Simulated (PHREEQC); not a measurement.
Make-up at 20 °C: 97 mmol/kgw NiSO4, 2.3 mmol/kgw NaCl and 1.6 mmol/kgw FeSO4. Closed to the air; pH follows from the charge balance.

Model: ion-association model, wateq4f.dat, run in PHREEQC.

Precipitation was switched off in this run.

Question: Order these Ni species by the share of Ni that they hold, largest first: Ni(SO4)2-2, Ni+2, NiSO4.

Answer: Ni+2 (54 %), NiSO4 (45 %), Ni(SO4)2-2 (0.13 %)

The pH is 6.08 and the ionic strength 0.216 mol/kgw.
